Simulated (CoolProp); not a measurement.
Vapour-liquid equilibrium of CH2F2 (R32) (1) + R125 (2) at 0.947 MPa; x and y are mole fractions of (1).

Model: multi-fluid Helmholtz-energy mixture model, Tillner-Roth 1997 and Lemmon 2005; pair parameters Lemmon 2004, in CoolProp.

| x | bubble temperature (°C) | y at the bubble point | dew temperature at overall composition x (°C) | liquid density (mol/L) |
|---|---|---|---|---|
| 0.05 | 10.8 | 0.063 | 10.9 | 10.81 |
| 0.15 | 9.6 | 0.183 | ___ | 11.40 |
| 0.25 | 8.5 | 0.295 | 9.0 | ___ |
| 0.35 | 7.6 | 0.399 | 8.0 | 12.74 |
| 0.45 | 6.8 | 0.496 | 7.2 | 13.50 |
| 0.55 | 6.1 | 0.589 | 6.4 | 14.36 |
| 0.65 | 5.6 | 0.678 | 5.7 | 15.32 |
| 0.75 | 5.2 | 0.766 | 5.2 | ___ |
| 0.85 | 4.9 | 0.856 | 4.9 | ___ |
| 0.95 | 4.8 | 0.950 | 4.8 | 19.13 |

Task: Complete the blanks.

Result: 
- 0.15, dew temperature at overall composition x (°C): 9.9
- 0.25, liquid density (mol/L): 12.04
- 0.75, liquid density (mol/L): 16.41
- 0.85, liquid density (mol/L): 17.66

No azeotrope shows between x = 0.05 and 0.95.

The pair parameters rest on a limited set of measurements; away from them the model extrapolates.
